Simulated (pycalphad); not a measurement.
Computed with pycalphad from the COST 507 light-alloy database (1999), at 1 atm. These are 1990s assessments: newer ones move some temperatures and phases.

Molar enthalpy of Al-19.82Fe-6.4Si (wt.%) in equilibrium (SER reference):

```
T (K)  H (kJ/mol)                            phases
-----  ----------  --------------------------------
1850        51.54                            liquid
1775        49.07                            liquid
1700        46.61                            liquid
1625        44.17                            liquid
1550        41.74                            liquid
1475        39.32                            liquid
1400        36.91                            liquid
1325        34.51                            liquid
1250        31.67                  liquid + AL13FE4
1175        25.72                  liquid + AL13FE4
1100        21.38                  liquid + AL13FE4
1025        17.78                  liquid + AL13FE4
950         11.51             ALFESI_ALPHA + liquid
875          3.04  fcc + ALFESI_ALPHA + ALFESI_BETA
800          0.66  fcc + ALFESI_ALPHA + ALFESI_BETA
725         -1.61  fcc + ALFESI_ALPHA + ALFESI_BETA
650         -3.80  ALFESI_ALPHA + fcc + ALFESI_BETA
575         -5.92  ALFESI_ALPHA + fcc + ALFESI_BETA
500         -7.98  ALFESI_ALPHA + fcc + ALFESI_BETA
```

Cooling from 1325 K to 875 K, across the freezing range, releases 31.5 kJ/mol, or 1040 J/g. The slope is 32 J/(mol K) in the liquid and 32 J/(mol K) just below the solidus, where it includes any heat of precipitation. Liquidus 1256 K, solidus 893 K. Changes were sought between steps of 75 K, so a narrower field can be missed.

Database names, with the compositions (at.%) that they take in these runs: AL13FE4: Al 74 Fe 24 Si 1; ALFESI_ALPHA: Al 71-73 Fe 19 Si 8-10; ALFESI_BETA: Al 70 Fe 15 Si 15.
